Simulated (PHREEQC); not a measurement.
Solution (46 °C): 0.006 mol/kgw NH4Cl, 0.001 mol/kgw Na2B4O7 and 0.13 mol/kgw LiCl. Closed to the air; pH follows from the charge balance.

The numbers come from PHREEQC with the ion-association model, phreeqc.dat.

```yaml
pH: 8.26
ionic_strength: 0.137 mol/kgw
specific_conductance: 19500 µS/cm
density: 0.993 g/cm³
total_alkalinity: 2.00 meq/kg
```

```csv
species,molality,activity,log γ
Cl-,0.136,0.100,-0.133
Li+,0.130,0.100,-0.113
NH4+,0.00468,0.00332,-0.150
H3BO3,0.00333,0.00343,0.014
Na+,0.00200,0.00152,-0.119
NH3,0.00131,0.00136,0.014
H2BO3-,0.000674,0.000510,-0.121
OH-,1.06e-5,7.71e-6,-0.137
H+,6.87e-9,5.54e-9,-0.093
```

Precipitation was switched off in this run. At this temperature some constants are extrapolated from 25 °C, and those without enthalpy data are left unchanged.
